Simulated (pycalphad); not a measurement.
CALPHAD calculation (pycalphad, COST 507 light-alloy database (1999)), 1 atm. The database dates from 1999; later assessments differ in places, in temperatures and in the compounds included. Diffusion is slow at the low end, where real alloys seldom reach equilibrium.

Ti-5.406C (wt.%): equilibrium cooling sequence

```csv
T (K),phases above,phases below
2865.2,LIQUID,FCC_A1 + LIQUID
1922 ± 3,FCC_A1 + LIQUID,BCC_A2 + FCC_A1
1189.9,BCC_A2 + FCC_A1,FCC_A1 + HCP_A3
```

Changes were sought between steps of 50 K, so a narrower field can be missed.

FCC_A1 is fcc; BCC_A2 is bcc; HCP_A3 is hcp. The fcc model also describes the rock-salt carbide or nitride (TiC, TiN, HfC).
